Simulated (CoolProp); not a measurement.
The fluid at 415.36 K and 6.24 MPa is throttled through a valve to 0.491 MPa with no heat exchange. The same conditions are run with several fluids, on thermodynamics alone (safety and materials aside).

Model: reference Helmholtz-energy equation of state of each fluid (carbon dioxide: Span 1996; nitrous oxide: Lemmon 2006; hydrogen chloride: Thol 2018; ammonia: Gao 2020; hydrogen sulfide: Lemmon 2006), in CoolProp.

```json
[
 {"fluid": "carbon dioxide", "temperature change (K)": "-29.6", "final density (kg/m³)": "6.81"},
 {"fluid": "nitrous oxide", "temperature change (K)": "(withheld)", "final density (kg/m³)": "(withheld)"},
 {"fluid": "hydrogen chloride", "temperature change (K)": "-47.1", "final density (kg/m³)": "5.94"},
 {"fluid": "ammonia", "temperature change (K)": "-65.0", "final density (kg/m³)": "(withheld)"},
 {"fluid": "hydrogen sulfide", "temperature change (K)": "(withheld)", "final density (kg/m³)": "(withheld)"}
]
```

Problem. Complete the blanks.

Solution. 
- nitrous oxide, temperature change (K): -31.6
- nitrous oxide, final density (kg/m³): 6.85
- ammonia, final density (kg/m³): 2.95
- hydrogen sulfide, temperature change (K): -56.2
- hydrogen sulfide, final density (kg/m³): 5.72
